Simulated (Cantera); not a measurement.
What does this Cantera script print?

```python
import numpy as np
import cantera as ct

gas = ct.Solution("gri30.yaml")
gas.TPX = 1300, 890000, {'CO': 0.0015, 'O2': 0.016, 'H2O': 0.0068, 'N2': 1, 'H2': 0.0029}
reactor = ct.IdealGasConstPressureReactor(gas, energy="off", clone=False)
net = ct.ReactorNet([reactor])
net.rtol, net.atol = 1e-08, 1e-18
show = ['CO', 'O2', 'H2O', 'H2', 'H2O2']
times = np.geomspace(2e-06, 100, 15)

steps = ct.SolutionArray(gas, extra=["t"])
rows = []
print(f"{'t/s':>10s}{'T/K':>9s}{'P/Pa':>11s}" + "".join(f"{s:>11s}" for s in show))
for t in times:
    while net.time < t:
        t_next = net.step()
        steps.append(gas.state, t=t_next)
    rows.append([np.interp(t, steps.t, y) for y in (steps.T, steps.P, *steps(*show).X.T)])
    print(f"{t:10.3e}{rows[-1][0]:9.1f}{rows[-1][1]:11.4g}" + "".join(f"{x:11.3e}" for x in rows[-1][2:]))
rate = np.gradient(steps.T, steps.t)
print("integrator steps:", len(steps.t))
if steps.T.max() > steps.T[0] + 200:
    print(f"time of steepest temperature rise: {steps.t[rate.argmax()]:.4e} s")
gas.TPX = 1300, 890000, {'CO': 0.0015, 'O2': 0.016, 'H2O': 0.0068, 'N2': 1, 'H2': 0.0029}
gas.equilibrate("TP")
print(f"equilibrium (TP): T = {gas.T:.1f} K  " + "  ".join(f"{s} {gas[s].X[0]:.3e}" for s in show))
```

It prints:

```
       t/s      T/K       P/Pa         CO         O2        H2O         H2       H2O2
 2.000e-06   1300.0    8.9e+05  1.460e-03  1.558e-02  6.620e-03  2.823e-03  1.503e-13
 7.095e-06   1300.0    8.9e+05  1.460e-03  1.558e-02  6.620e-03  2.823e-03  2.115e-12
 2.517e-05   1300.0    8.9e+05  1.460e-03  1.558e-02  6.620e-03  2.823e-03  4.245e-11
 8.929e-05   1300.0    8.9e+05  1.460e-03  1.556e-02  6.630e-03  2.809e-03  5.441e-08
 3.168e-04   1300.0    8.9e+05  1.147e-03  1.413e-02  9.186e-03  2.511e-04  4.061e-07
 1.124e-03   1300.0    8.9e+05  8.926e-04  1.391e-02  9.425e-03  2.750e-05  7.171e-08
 3.986e-03   1300.0    8.9e+05  5.267e-04  1.372e-02  9.453e-03  3.624e-06  2.709e-08
 1.414e-02   1300.0    8.9e+05  1.316e-04  1.353e-02  9.459e-03  8.613e-07  6.251e-09
 5.017e-02   1300.0    8.9e+05  6.692e-06  1.347e-02  9.462e-03  5.317e-08  1.159e-09
 1.780e-01   1300.0    8.9e+05  5.348e-08  1.346e-02  9.463e-03  3.254e-09  2.549e-10
 6.314e-01   1300.0    8.9e+05  6.533e-10  1.346e-02  9.463e-03  2.392e-09  1.803e-10
 2.240e+00   1300.0    8.9e+05  6.510e-10  1.346e-02  9.463e-03  2.388e-09  1.796e-10
 7.946e+00   1300.0    8.9e+05  6.510e-10  1.346e-02  9.463e-03  2.388e-09  1.796e-10
 2.819e+01   1300.0    8.9e+05  6.510e-10  1.346e-02  9.463e-03  2.388e-09  1.796e-10
 1.000e+02   1300.0    8.9e+05  6.510e-10  1.346e-02  9.463e-03  2.388e-09  1.796e-10
integrator steps: 1318
equilibrium (TP): T = 1300.0 K  CO 6.523e-10  O2 1.341e-02  H2O 9.463e-03  H2 2.393e-09  H2O2 1.793e-10
```

Cantera simulation using GRI-Mech 3.0 (53 species, 325 reactions); the numbers are that mechanism's predictions, not measurements. The hydrogen kinetics of GRI-Mech 3.0 are dated; newer H2 mechanisms differ, most at raised pressure.
